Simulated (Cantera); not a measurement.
A freely propagating, adiabatic, planar premixed flame of 8.83 % CH₄, 18.0 % O₂, 67.7 % N₂, 5.47 % H₂O, equivalence ratio 0.98, unburnt at 700 K and 4.10 bar; mixture-averaged transport, grid criteria slope 0.08 and curve 0.16, no radiation.

Cantera simulation using GRI-Mech 3.0 (53 species, 325 reactions); the numbers are that mechanism's predictions, not measurements. Burning velocities carry a grid error of a few per cent, more on coarse grids.

x: mole fraction of selected species; z is measured from the peak of heat release.

| z (mm) | T (K) | u (m/s) | x CH₄ | x O₂ | x H₂O | x O | x HCN | x C₂H₄ |
|---|---|---|---|---|---|---|---|---|
| -0.366 | 701 | 0.912 | 0.0881 | 0.180 | 0.0548 | <1e-8 | <1e-8 | 8.36e-8 |
| -0.244 | 705 | 0.919 | 0.0876 | 0.179 | 0.0555 | <1e-8 | <1e-8 | 1.15e-6 |
| -0.183 | 717 | 0.937 | 0.0865 | 0.178 | 0.0575 | <1e-8 | ? | 5.20e-6 |
| -0.122 | 785 | 1.03 | 0.0814 | 0.172 | 0.0672 | 1.49e-8 | ? | 4.19e-5 |
| -0.0610 | 1139 | 1.51 | 0.0572 | 0.140 | 0.108 | 4.54e-6 | ? | 0.000371 |
| -0.0305 | 1515 | 2.03 | 0.0312 | 0.101 | 0.148 | 6.14e-5 | ? | 0.000742 |
| 0 | 1891 | 2.54 | 0.00675 | 0.0558 | 0.187 | 0.000512 | ? | 0.000379 |
| 0.0305 | 2060 | 2.76 | 0.000352 | 0.0305 | 0.203 | 0.00167 | ? | 1.23e-5 |
| 0.0610 | 2126 | 2.83 | 9.11e-6 | 0.0223 | 0.207 | 0.00205 | ? | 9.37e-8 |
| 0.122 | 2203 | 2.92 | 1.17e-8 | 0.0172 | 0.211 | 0.00165 | ? | <1e-8 |
| 0.244 | 2279 | 3.01 | <1e-8 | 0.0136 | 0.216 | 0.00104 | <1e-8 | <1e-8 |
| 0.488 | 2336 | 3.07 | <1e-8 | 0.0109 | 0.220 | 0.000619 | <1e-8 | <1e-8 |
| 0.976 | 2367 | 3.11 | <1e-8 | 0.00922 | 0.223 | 0.000427 | <1e-8 | <1e-8 |

Problem. Complete the blanks.

Solution. 
- -0.183, x HCN: 1.19e-8
- -0.122, x HCN: 9.36e-8
- -0.0610, x HCN: 8.22e-7
- -0.0305, x HCN: 2.01e-6
- 0, x HCN: 4.03e-6
- 0.0305, x HCN: 3.32e-6
- 0.0610, x HCN: 1.17e-6
- 0.122, x HCN: 1.28e-7
